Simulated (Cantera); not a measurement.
**Stirred combustor or abatement burner**

A perfectly stirred reactor is fed with CH4 : C2H6 : O2 : N2 = 0.77 : 0.4 : 3.09 : 17.6 (molar parts), at 12.0 bar; it is adiabatic with a 723 K inlet, and is followed from long to short residence time, starting on the burning branch (τ in s: 0.37, 0.15, 0.057, 0.022, 0.0087, 0.0034, 0.0013, 0.00052, 0.00021, 8e-05, 3.1e-05).

Cantera simulation using GRI-Mech 3.0 (53 species, 325 reactions); the numbers are that mechanism's predictions, not measurements. The pressure lies above the range GRI-Mech 3.0 was tuned for (to about 10 atm).

```csv
τ (s),T (K),x CH4,x C2H6,x O2,x C2H,x O,x CH2
0.37,2144,2.20e-7,9.40e-9,0.00664,1.69e-10,4.55e-5,5.50e-9
0.15,2144,5.22e-7,2.29e-8,0.00684,4.10e-10,4.78e-5,1.35e-8
0.057,2143,1.28e-6,5.89e-8,0.00707,1.05e-9,5.25e-5,3.47e-8
0.022,2140,2.90e-6,1.47e-7,0.00733,2.60e-9,6.21e-5,8.52e-8
0.0087,2135,6.00e-6,3.50e-7,0.00772,6.04e-9,8.11e-5,1.96e-7
0.0034,2124,1.18e-5,8.20e-7,0.00834,1.34e-8,0.000117,4.32e-7
0.0013,2107,2.30e-5,1.90e-6,0.00934,2.82e-8,0.000180,9.22e-7
0.00052,2083,4.40e-5,4.15e-6,0.0108,5.23e-8,0.000275,1.83e-6
0.00021,2049,8.80e-5,9.03e-6,0.0128,8.76e-8,0.000408,3.50e-6
8.0e-5,1997,0.000207,2.20e-5,0.0163,1.37e-7,0.000559,6.89e-6
3.1e-5,723,0.0352,0.0183,0.141,<1e-12,<1e-12,<1e-12
```
x: mole fraction; the columns are a selection and need not sum to one.
